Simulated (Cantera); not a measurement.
Cantera run:

```python
import numpy as np
import cantera as ct

gas_names = """
    Ca CaF CaF2 CaO CaOH CaO2H2 Ca2 F FO FO2 F2 F2O H HF HOF HO2 H2 H2F2 H2O H2O2 H3F3 H4F4 H5F5 H6F6
    H7F7 O OH O2 O3
""".split()
cond_names = """
    Ca(a) Ca(b) Ca(L) CaF2(a) CaF2(b) CaF2(L) CaO(s) CaO(L) CaO2H2(s) H2O(s) H2O(L)
""".split()


# ... load() reads the species with a 1 bar reference pressure and builds the phases ...
atoms = {
    'CaO': {'Ca': 1, 'O': 1},
    'F2': {'F': 2},
    'H2': {'H': 2},
}
top_T = {}  # K; cautious upper limits of use, not melting points


# ... equilibrate(T, P, feed) seeds the gas with the atoms and calls Mixture.equilibrate('TP', solver="vcs", rtol=1e-11, max_steps=5000) ...
results = []
feed = {'CaO': 1, 'F2': 1.5, 'H2': 0.82}  # mol
P = 9900  # Pa
for T in [900, 1000, 1100, 1200, 1300, 1400, 1500, 1600, 1700, 1800, 1900]:
    mix = equilibrate(T, P, feed)
    results.append((T, P, feed, dict(zip(mix.species_names, mix.species_moles))))
    x = sorted(zip(gas.X, gas.species_names), reverse=True)
    print(f"T = {T:g} K  P = {P:g} Pa  gas = {mix.phase_moles(0):.4g} mol")
    print("   x: " + "  ".join(f"{s} {v:.3e}" for v, s in x if v > 0.0001))
    print("   condensed (mol): " + ("  ".join(f"{mix.phase(i).name} {mix.phase_moles(i):.4g}"
          for i in range(1, mix.n_phases) if mix.phase_moles(i) > 1e-12) or "none"))
```

Output:

```
T = 900 K  P = 9900 Pa  gas = 1.66 mol
   x: HF 6.024e-01  O2 2.048e-01  H2O 1.928e-01
   condensed (mol): CaF2(a) 1
T = 1000 K  P = 9900 Pa  gas = 1.66 mol
   x: HF 6.024e-01  O2 2.048e-01  H2O 1.928e-01
   condensed (mol): CaF2(a) 1
T = 1100 K  P = 9900 Pa  gas = 1.66 mol
   x: HF 6.024e-01  O2 2.048e-01  H2O 1.928e-01
   condensed (mol): CaF2(a) 1
T = 1200 K  P = 9900 Pa  gas = 1.66 mol
   x: HF 6.024e-01  O2 2.048e-01  H2O 1.928e-01
   condensed (mol): CaF2(a) 1
T = 1300 K  P = 9900 Pa  gas = 1.66 mol
   x: HF 6.024e-01  O2 2.048e-01  H2O 1.928e-01
   condensed (mol): CaF2(a) 1
T = 1400 K  P = 9900 Pa  gas = 1.66 mol
   x: HF 6.024e-01  O2 2.048e-01  H2O 1.927e-01
   condensed (mol): CaF2(a) 1
T = 1500 K  P = 9900 Pa  gas = 1.66 mol
   x: HF 6.024e-01  O2 2.048e-01  H2O 1.927e-01  OH 1.924e-04
   condensed (mol): CaF2(b) 1
T = 1600 K  P = 9900 Pa  gas = 1.66 mol
   x: HF 6.022e-01  O2 2.046e-01  H2O 1.925e-01  OH 4.349e-04  CaF2 1.592e-04
   condensed (mol): CaF2(b) 0.9997
T = 1700 K  P = 9900 Pa  gas = 1.662 mol
   x: HF 6.017e-01  O2 2.043e-01  H2O 1.921e-01  OH 8.923e-04  CaF2 8.752e-04
   condensed (mol): CaF2(L) 0.9985
T = 1800 K  P = 9900 Pa  gas = 1.667 mol
   x: HF 6.000e-01  O2 2.035e-01  H2O 1.911e-01  CaF2 3.504e-03  OH 1.686e-03  O 1.745e-04
   condensed (mol): CaF2(L) 0.9942
T = 1900 K  P = 9900 Pa  gas = 1.682 mol
   x: HF 5.945e-01  O2 2.013e-01  H2O 1.886e-01  CaF2 1.194e-02  OH 2.962e-03  O 4.254e-04  H2 1.740e-04
   condensed (mol): CaF2(L) 0.9799
```

These are equilibrium values from Cantera (NASA tables, ideal gas, pure condensed phases), not measurements of a reactor.
